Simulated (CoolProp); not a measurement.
Sulfur hexafluoride along the isotherm 242.5 K: Z from the reference equation and from simpler models built on Tc = 318.7 K, pc = 3.755 MPa, ω = 0.210; each cubic takes its own stable root.

Computed with CoolProp (reference Helmholtz-energy equation of state, Guder 2009).

```tsv
p (MPa)	phase	reference	Redlich-Kwong	Soave-Redlich-Kwong	Peng-Robinson
0.512	liquid	0.02122	0.8903	0.02244	0.01978
1.02	liquid	0.04219	0.04618	0.04452	0.03928
1.54	liquid	0.06357	0.06936	?	0.05909
2.05	liquid	0.08445	0.09188	0.08879	0.07840
2.56	liquid	?	0.1142	0.1105	0.09759
3.07	liquid	0.1260	0.1363	0.1320	0.1167
3.58	liquid	0.1466	0.1583	0.1534	?
4.1	liquid	0.1676	0.1805	0.1751	0.1549
4.61	liquid	0.1881	0.2022	?	0.1737
5.12	liquid	0.2085	0.2237	?	0.1923
5.63	liquid	0.2289	?	0.2382	0.2109
```

### Question
Complete the blanks.

### Answer

- 1.54, Soave-Redlich-Kwong: 0.06695
- 2.56, reference: 0.1052
- 3.58, Peng-Robinson: 0.1356
- 4.61, Soave-Redlich-Kwong: 0.1963
- 5.12, Soave-Redlich-Kwong: 0.2173
- 5.63, Redlich-Kwong: 0.2450

At some of these states Redlich-Kwong gives the other phase, because its saturation line lies elsewhere.
